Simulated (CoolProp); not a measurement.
A closed Brayton cycle with dry air: compressor inlet 306.15 K and 0.16 MPa, high pressure 0.501 MPa, turbine inlet 850 K, compressor efficiency 0.85, turbine efficiency 0.93, recuperator effectiveness 0 (on enthalpy, no pinch check). Each further row changes one setting.

Model: reference Helmholtz-energy equation of state, Lemmon 2000, in CoolProp. It is a pseudo-pure fit of the blend.

```
case                           thermal efficiency (%)  net work (kJ/kg)  compressor to turbine work  compressor exit (K)  turbine exit (K)
-----------------------------  ----------------------  ----------------  --------------------------  -------------------  ----------------
as stated                                        19.6              84.5                        0.62                444.2             643.9
turbine inlet 800 K                              18.8              71.0                        0.66                444.2             604.4
compressor inlet 316.15 K                        19.2              79.9                        0.64                458.5             643.9
high pressure 0.426 MPa                          17.5              79.3                        0.60                421.9             670.0
recuperator effectiveness 0.5                    25.7              84.5                        0.62                444.2             643.9
```
